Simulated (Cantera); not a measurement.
# Ammonia decomposition in nitride growth gas

An isothermal, constant-pressure homogeneous reactor starts with NH3 : H2 = 1 : 14 (molar parts), at 2098 K and 0.132 atm.

Detailed kinetics in Cantera: the gas-phase N/H chemistry of the illustrative SiF4/NH3 mechanism in the Surface Chemkin manual (1991). Walls and surfaces, which speed up NH3 decomposition in real reactors, are not modelled.

```json
[
 {"t (s)": "0.000200", "x NH3": "0.0666", "x H2": "0.933", "x NH": "6.21e-8", "x N2": "6.72e-9", "x NH2": "2.10e-5"},
 {"t (s)": "0.000690", "x NH3": "0.0666", "x H2": "0.933", "x NH": "7.32e-7", "x N2": "7.33e-7", "x NH2": "7.16e-5"},
 {"t (s)": "0.00238", "x NH3": "0.0663", "x H2": "0.932", "x NH": "7.09e-6", "x N2": "6.14e-5", "x NH2": "0.000223"},
 {"t (s)": "0.00820", "x NH3": "0.0634", "x H2": "0.933", "x NH": "1.52e-5", "x N2": "0.00136", "x NH2": "0.000321"},
 {"t (s)": "0.0283", "x NH3": "0.0530", "x H2": "0.939", "x NH": "1.45e-5", "x N2": "0.00623", "x NH2": "0.000286"},
 {"t (s)": "0.0975", "x NH3": "0.0284", "x H2": "0.951", "x NH": "1.22e-5", "x N2": "0.0178", "x NH2": "0.000191"},
 {"t (s)": "0.336", "x NH3": "0.00198", "x H2": "0.962", "x NH": "5.60e-6", "x N2": "0.0302", "x NH2": "3.40e-5"},
 {"t (s)": "1.16", "x NH3": "4.92e-5", "x H2": "0.961", "x NH": "3.19e-7", "x N2": "0.0311", "x NH2": "1.28e-6"},
 {"t (s)": "4.00", "x NH3": "1.03e-5", "x H2": "0.961", "x NH": "6.66e-8", "x N2": "0.0311", "x NH2": "2.67e-7"}
]
```
x: mole fraction; the columns are a selection and need not sum to one.

Equilibrium at this temperature and pressure: NH3 3.80e-7, H2 0.961, NH 2.47e-9, N2 0.0311, NH2 9.89e-9 (gas phase only).
